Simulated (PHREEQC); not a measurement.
Synthetic water in mmol/kgw, 15 °C, pH 2.93, pe 12.7:

| constituent | mmol/kgw |
|---|---|
| Na | 6.8 |
| K | 0.842 |
| Ca | 3.17 |
| Mg | 0.889 |
| Cl | 4.69 |
| S(6) | 6.76 |
| O(0) (counted as O atoms) | 0.094 |

Valence states are taken as typed.

Equilibrium calculation in PHREEQC: ion-association model, wateq4f.dat.

No solid was allowed to form.

### Question
What ionic strength, charge-balance error does the model give?

### Answer
ionic strength 0.0239 mol/kgw; charge-balance error -2.6 %.

### Question
In which forms is Na present?

### Answer
Na+ 99 %, NaSO4- 1.4 % of the Na.
